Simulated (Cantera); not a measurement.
Standard-state values (1 bar) from the NASA 1993 polynomials, evaluated with Cantera. Values are per mole of reaction as written; species without (g) are pure solids or liquids, kept so even where they would boil at 1 bar.

AlF₃(g) ⇌ 3 F(g) + Al

```csv
T (K),ΔH° (kJ),ΔS° (J/K),ΔG° (kJ),log10 K
1048,1472.9,265.7,1194.5,-59.53
1248,1475.8,268.2,1141.0,-47.76
1448,1478.6,270.3,1087.2,-39.22
1648,…,…,…,…
1848,…,…,…,…
2048,…,…,…,…
2248,1488.5,275.8,868.5,-20.18
2448,1490.9,276.8,813.3,-17.35
2648,…,…,…,…
```

Task: Fill in the missing entries.

Result: 
- 1648, ΔH° (kJ): 1481.2
- 1648, ΔS° (J/K): 272.0
- 1648, ΔG° (kJ): 1033.0
- 1648, log10 K: -32.74
- 1848, ΔH° (kJ): 1483.7
- 1848, ΔS° (J/K): 273.4
- 1848, ΔG° (kJ): 978.4
- 1848, log10 K: -27.65
- 2048, ΔH° (kJ): 1486.2
- 2048, ΔS° (J/K): 274.7
- 2048, ΔG° (kJ): 923.6
- 2048, log10 K: -23.56
- 2648, ΔH° (kJ): 1493.2
- 2648, ΔS° (J/K): 277.7
- 2648, ΔG° (kJ): 757.8
- 2648, log10 K: -14.95
